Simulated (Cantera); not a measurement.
Charge: 1 mol Al(CH3)3, 30 mol N2O, 17 mol H2, 0.35 mol O2, held at 1.80 Torr.

Equilibrium computed with Cantera from the NASA thermochemical tables; the gas is ideal and each condensed phase is pure. Candidate condensed phases: Al, AlN, Al2O3, C, C6H6, C7H8, C8H18, H2O; 148 gas species. The feed counts by its element totals alone. The numbers say what is thermodynamically allowed, not how fast it happens.

At 1850 °C, list the 6 most abundant gas species with their mole fractions, and the condensed phases.

N2 0.520, H2O 0.332, CO2 0.0370, O2 0.0299, H2 0.0271, OH 0.0182. Condensed: Al2O3(s).
